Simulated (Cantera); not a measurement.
A perfectly stirred reactor is fed with CH4 : H2O : N2 = 1 : 4.3 : 0.035 (molar parts), at 0.987 atm; it is held at 2025 K, and followed from long to short residence time.

Cantera simulation using GRI-Mech 3.0 (53 species, 325 reactions); the numbers are that mechanism's predictions, not measurements.

One state of this run: x CH4 = 0.0207; x H2O = 0.534; x O2 = 1.87e-7; x OH = 0.000176; x C2H = 1.37e-6; x CH2CO = 6.08e-5; x HCO = 2.20e-7. x: mole fraction; the columns are a selection and need not sum to one.

Which value of τ (s) does it belong to?
(A) 0.013
(B) 0.28
(C) 0.037
(D) 0.0049

D, 0.0049
